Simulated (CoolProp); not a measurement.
Fluoroethane (R161) at 363.96 K and 3.34 MPa is throttled through a valve to 0.851 MPa with no heat exchange. Each further row changes one setting.

Model: reference Helmholtz-energy equation of state, Wu 2012, in CoolProp.

```tsv
case	temperature change (K)	final density (kg/m³)
as stated	-42.3	17.2
outlet pressure 0.255 MPa	-53.6	4.92
outlet pressure 1.11 MPa	-37.5	22.9
```
